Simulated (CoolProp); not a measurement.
A single-stage vapour-compression cycle with R115: evaporating at 232.15 K (dew point), condensing at 259.15 K (bubble point), superheat 8 K, subcooling 5 K, compressor efficiency 0.85, no pressure losses. Each further row changes one setting.

Model: reference Helmholtz-energy equation of state, Lemmon 2016, in CoolProp.

```tsv
case	cooling COP	pressure ratio	discharge temperature (K)	refrigerating effect (kJ/kg)	volumetric capacity (kJ/m³)
as stated	…	2.95	268.5	110	827
evaporating temperature 237.15 K	8.64	2.37	267.9	…	1040
condensing temperature 254.15 K	8.48	…	263.6	115	863
subcooling 10 K	…	2.95	268.5	115	863
superheat 18 K	…	2.95	278.7	117	…
compressor efficiency 0.75	5.95	2.95	…	110	827
```

Question: Complete the blanks.

Answer: 
- as stated, cooling COP: 6.74
- evaporating temperature 237.15 K, refrigerating effect (kJ/kg): 113
- condensing temperature 254.15 K, pressure ratio: 2.47
- subcooling 10 K, cooling COP: 7.04
- superheat 18 K, cooling COP: 6.81
- superheat 18 K, volumetric capacity (kJ/m³): 837
- compressor efficiency 0.75, discharge temperature (K): 271.6
